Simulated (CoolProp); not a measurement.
A single-stage vapour-compression cycle with the fluid: evaporating at 309.15 K (dew point), condensing at 342.15 K (bubble point), superheat 10 K, subcooling 5 K, compressor efficiency 0.75, no pressure losses. The same conditions are run with several fluids, on thermodynamics alone (safety and materials aside).

Computed with CoolProp (reference Helmholtz-energy equation of state of each fluid (R11: Jacobsen 1992; R124: de Vries 1995; ethanol: Schroeder 2014; n-pentane: Thol 2019; n-hexane: Thol 2019; propylene: Lemmon 2013)).

```
fluid      cooling COP  pressure ratio  discharge temperature (K)  refrigerating effect (kJ/kg)  volumetric capacity (kJ/m³)
---------  -----------  --------------  -------------------------  ----------------------------  ---------------------------
R11               6.49            2.59                      363.3                           157                          ___
R124              6.01            2.33                      353.6                           115                         3550
ethanol            ___            4.76                      400.4                           849                          215
n-pentane         6.41            2.73                      349.0                           307                          879
n-hexane          6.46            3.21                      347.4                           309                          326
propylene         5.39             ___                      362.6                           250                         7490
```

Question: Some entries are withheld; supply them.

Answer: 
- R11, volumetric capacity (kJ/m³): 1310
- ethanol, cooling COP: 6.52
- propylene, pressure ratio: 2.01
